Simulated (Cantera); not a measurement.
# Equilibrium for boron, boron nitride and boron oxide: B + O₂

Charge: 1 mol B, 1.1 mol O₂, at 19.0 mbar.

These are equilibrium values from Cantera (NASA tables, ideal gas, pure condensed phases), not measurements of a reactor. Candidate condensed phases: B, B₂O₃; 10 gas species. Equilibrium is a limit: real reactors are often held back by kinetics, nucleation or transport.

| T (°C) | log p O₂ | log p B₂O₃ | log p BO₂ | log p O | log p BO | n B₂O₃(l) |
|---|---|---|---|---|---|---|
| 500 | -1.72 | <-13 | <-13 | <-13 | <-13 | 0.500 |
| 650 | -1.72 | -13.22 | -12.62 | -11.76 | <-13 | 0.500 |
| 800 | -1.72 | -10.06 | -9.97 | -9.77 | <-13 | 0.500 |
| 950 | -1.72 | -7.72 | -7.99 | -8.25 | <-13 | 0.500 |
| 1100 | -1.72 | -5.90 | -6.45 | -7.07 | -12.60 | 0.500 |
| 1250 | -1.72 | -4.46 | -5.22 | -6.12 | -10.33 | 0.499 |
| 1400 | -1.73 | -3.29 | -4.22 | -5.34 | -8.47 | 0.490 |
| 1550 | -1.86 | -2.33 | -3.42 | -4.75 | -6.90 | 0.378 |
| 1700 | -2.13 | -1.98 | -3.02 | -4.33 | -5.77 | 0 |
| 1850 | -2.15 | -2.00 | -2.78 | -3.86 | -5.00 | 0 |
| 2000 | -2.18 | -2.03 | -2.58 | -3.46 | -4.35 | 0 |
| 2150 | -2.23 | -2.08 | -2.42 | -3.12 | -3.78 | 0 |
log p: log10 of the partial pressure in bar; n: condensed amount in mol.

From 500 °C to 1550 °C the condensed part is B₂O₃(l). From 1700 °C to 2150 °C nothing is condensed.
